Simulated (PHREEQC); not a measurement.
NH3 is added in steps, without added water, to 1 kg of water holding 80 mmol/kgw H3PO4, 0.42 mmol/kgw HCl and 0.086 mmol/kgw H3AsO4, at 25 °C. O2 is buffered at 0.21 atm. The system is closed to CO2. No solid was allowed to form.

Base run: PHREEQC, ion-association model, wateq4f.dat. Each further column changes one thing. The table gives HPO4-2 (mol/kgw).

| NH3 added (mol) | base | Debye-Hückel limiting law | metal-ligand complexes left out | all activity coefficients set to 1 | Davies equation for every ion |
|---|---|---|---|---|---|
| 0 | 1.06e-7 | 1.26e-7 | 1.06e-7 | ? | 1.10e-7 |
| 0.025 | 3.77e-7 | ? | 3.77e-7 | 2.26e-7 | 3.88e-7 |
| 0.05 | 1.54e-6 | 1.89e-6 | 1.54e-6 | 9.41e-7 | 1.57e-6 |
| 0.075 | 1.65e-5 | 2.07e-5 | 1.65e-5 | 1.00e-5 | 1.66e-5 |
| 0.1 | 0.0194 | 0.0194 | 0.0194 | 0.0192 | 0.0194 |
| 0.125 | 0.0440 | 0.0442 | 0.0440 | 0.0434 | 0.0440 |
| 0.15 | 0.0673 | 0.0683 | 0.0673 | 0.0651 | 0.0672 |
| 0.175 | 0.0780 | 0.0789 | 0.0780 | ? | 0.0779 |
| 0.2 | 0.0791 | ? | 0.0791 | 0.0780 | 0.0790 |

**Question.** Complete the blanks.

**Answer.** 
- 0, all activity coefficients set to 1: 6.08e-8
- 0.025, Debye-Hückel limiting law: 4.57e-7
- 0.175, all activity coefficients set to 1: 0.0757
- 0.2, Debye-Hückel limiting law: 0.0792

H3PO4, which wateq4f.dat lacks, is added to it with the constant of phreeqc.dat.
